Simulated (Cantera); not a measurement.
A closed system holds: 1 mol CF4, 0.06 mol HCl, 8.8 mol H2, at 825 K and 83.0 mbar.

Equilibrium computed with Cantera from the NASA thermochemical tables; the gas is ideal and each condensed phase is pure. The numbers say what is thermodynamically allowed, not how fast it happens.

| species | before | after |
|---|---|---|
| H2 | 0.590 | 0.623 |
| HF | 0.378 | 0.369 |
| HCl | 0.00567 | 0.00554 |
| CH4 | 0.0262 | 0.00237 |
| C(graphite), mol | 0.723 | 0.974 |
Gas species are given as mole fractions.

Q: Which change was made?
A) CF4 replaced by c-C4F8
B) temperature from 825 K to 2750 K
C) temperature from 825 K to 1025 K
D) temperature from 825 K to 1498.15 K

A: C, temperature from 825 K to 1025 K
